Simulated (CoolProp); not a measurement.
The numbers come from the reference Helmholtz-energy equation of state, Penoncello 2003 in CoolProp.

**Question.** Give the vapour pressure (bar), vapour Z, surface tension (mN/m), liquid viscosity (µPa s) of saturated CHF3 (R23) at 195.1 K.

**Answer.** 
| T (K) | p (bar) | vapour Z | surface tension (mN/m) | liquid viscosity (µPa s) |
|---|---|---|---|---|
| 195.1 | 1.27 | 0.951 | 16.1 | 286 |

Viscosity comes from a separate model (Shan 2000). Surface tension comes from a separate correlation (Mulero 2012).
